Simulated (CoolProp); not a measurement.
The fluid at 298.15 K and 0.0856 MPa is throttled through a valve to 0.0232 MPa with no heat exchange. The same conditions are run with several fluids, on thermodynamics alone (safety and materials aside).

Values from CoolProp's reference Helmholtz-energy equation of state of each fluid (R143a: Lemmon and Jacobsen 2000; methane: Setzmann 1991; cyclopropane: Polt 1992; nitrogen: Span 2000; normal hydrogen: Leachman 2009). The equations of Platzer and Polt are older, rougher fits.

Problem. Rank R143a, methane, cyclopropane, nitrogen, normal hydrogen by temperature change (K), highest first.

Solution. normal hydrogen (+0.0), nitrogen (-0.1), methane (-0.3), R143a (-1.2), cyclopropane (-1.5)

| fluid | final density (kg/m³) |
|---|---|
| R143a | 0.793 |
| methane | 0.150 |
| cyclopropane | 0.397 |
| nitrogen | 0.262 |
| normal hydrogen | 0.0189 |
